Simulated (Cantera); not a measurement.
## Diamond growth

A diamond (100) surface in a fixed gas of H2 with x(CH4) = 0.005, x(CH3) = 0.00054, at 1275 K, 0.0444 atm; coverages are run to steady state.

Cantera simulation using the Harris–Goodwin 1993 mechanism for the reconstructed diamond (100) surface; the numbers are that mechanism's predictions, not measurements.

| x(H) | growth (µm/h) | θ c6HH | θ c6H* | θ c6*H | θ c6** | θ c6HM |
|---|---|---|---|---|---|---|
| 0.0001 | 0.165 | 0.647 | 0.0283 | 0.316 | 0.00393 | 0.000763 |
| 0.00024 | 0.586 | 0.533 | 0.0370 | 0.412 | 0.00988 | 0.00108 |
| 0.0006 | 1.46 | 0.457 | 0.0424 | 0.473 | 0.0195 | 0.00140 |
| 0.0015 | 2.70 | 0.418 | 0.0449 | 0.501 | 0.0295 | 0.00165 |
| 0.0035 | 4.23 | 0.402 | 0.0459 | 0.511 | 0.0362 | 0.00176 |
| 0.0086 | 6.80 | 0.394 | 0.0463 | 0.516 | 0.0402 | 0.00170 |
| 0.021 | 11.2 | 0.391 | 0.0467 | 0.518 | 0.0421 | 0.00146 |
| 0.051 | 17.3 | 0.389 | 0.0470 | 0.519 | 0.0430 | 0.00105 |
| 0.13 | 24.0 | 0.389 | 0.0478 | 0.518 | 0.0436 | 0.000607 |
θ: site fractions in the mechanism's names (c6HH fully hydrogenated, c6H* and c6*H radical sites, c6** diradical, c6HM methylated).
